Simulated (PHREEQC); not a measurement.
Consider water at 25 °C with 0.0076 mol K2CO3, 0.0052 mol Al(NO3)3 and 0.0017 mol CuSO4 per kg of water. Closed to the air; pH follows from the charge balance.

Equilibrium calculation in PHREEQC: ion-association model, wateq4f.dat.

This is a speciation only: nothing precipitates in the calculation.

What pH does the model give?

pH 6.02.

In which forms is C present?

CO2 58 %, HCO3- 31 %, CuHCO3+ 7.1 %, CuCO3 3.2 % of the C.

The solution is supersaturated, for example in Basaluminite, Al(OH)3(a), so a real one may precipitate; this is no full list. Complexes and solids missing from the database can't appear.
